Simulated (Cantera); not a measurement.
Input: 1 mol Si, 1.8 mol N₂O, 4.5 mol H₂, 0.013 mol CO₂, equilibrated at 1673.15 K and 0.840 bar.

Cantera equilibrium calculation (NASA polynomials, part measured and part estimated; ideal gas, pure solids and liquids). Candidate condensed phases: C, C₆H₆, C₇H₈, C₈H₁₈, H₂O, Si, SiC, SiO₂, Si₂N₂O, Si₃N₄; 151 gas species. Mutual solubility and eutectic melting of coexisting phases are not modelled. The tables hold silica as quartz up to 1696 K and as liquid above; real silica turns to tridymite and cristobalite and melts near 1996 K. Equilibrium is a limit: real reactors are often held back by kinetics, nucleation or transport.

Base state: H₂ 0.719, N₂ 0.278, CO 0.00208, H₂O 0.000473, SiO 0.000272, H 0.000106, NH₃ 1.05e-5 (mole fractions); condensed: SiO₂(β-quartz) + Si₂N₂O(s).

Question: What changes in the equilibrium state with this change: Si replaced by Si₃N₄?

Answer: 
```csv
species,before,after
H₂,0.719,0.650
N₂,0.278,0.347
CO,0.00208,0.00188
SiO,0.000272,0.000253
H,0.000106,0.000100
NH₃,1.05e-5,1.01e-5
H₂O,0.000473,0.000460
"SiO₂(β-quartz), mol",0.873,0.206
"Si₂N₂O(s), mol",0.0627,1.40
```

Question: What changes in the equilibrium state with this change: temperature from 1673.15 K to 925 K?

Answer: 
| species | before | after |
|---|---|---|
| H₂ | 0.719 | 0.718 |
| N₂ | 0.278 | 0.280 |
| CH₄ | 7.85e-7 | 0.00209 |
| CO | 0.00208 | 1.04e-6 |
| SiO | 0.000272 | <1e-9 |
| H | 0.000106 | <1e-9 |
| NH₃ | 1.05e-5 | 0.000269 |
| H₂O | 0.000473 | 4.39e-5 |
| SiO₂(β-quartz), mol | 0.873 | 0.884 |
| Si₂N₂O(s), mol | 0.0627 | 0.0581 |

Question: What changes in the equilibrium state with this change: CO₂ from 0.013 to 0.22 mol?

Answer: 
```
species                before    after
-------------------  --------  -------
H₂                      0.719    0.687
N₂                      0.278    0.276
CO                    0.00208   0.0337
H₂O                  0.000473  0.00307
SiO                  0.000272  4.01e-5
CO₂                   4.13e-7  4.55e-5
NH₃                   1.05e-5  9.75e-6
SiO₂(β-quartz), mol     0.873    1.000
Si₂N₂O(s), mol         0.0627        0
```
